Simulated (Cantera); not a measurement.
A closed system holds: 1 mol Nb2O5, 92 mol H2, 8 mol H2O, held at 42.0 mbar.

These are equilibrium values from Cantera (NASA tables, ideal gas, pure condensed phases), not measurements of a reactor. Candidate condensed phases: H2O, Nb, NbO, NbO2, Nb2O5; 12 gas species. Condensed phases not in the tables: the oxides between NbO2 and Nb2O5. Equilibrium is a limit: real reactors are often held back by kinetics, nucleation or transport. All values below are at 1748 K.

Base state: H2 0.909, H2O 0.0899, H 0.00106 (mole fractions); condensed: NbO2(s).

Question: What changes in the equilibrium state with this change: Nb2O5 replaced by FeS2?

Answer: 
```
species       before     after
------------  ------  --------
H2             0.909     0.902
H2O           0.0899    0.0795
H2S                0    0.0124
Fe                 0  0.000322
S2                 0   0.00270
SH                 0   0.00186
NbO2(s), mol    2.00         0
Fe(δ), mol         0     0.967
```
Further candidate phases: Fe, FeO, Fe(OH)2, Fe(OH)3, FeS, FeSO4, FeS2, Fe2O3, Fe2(SO4)3, Fe3O4, H2SO4, S.
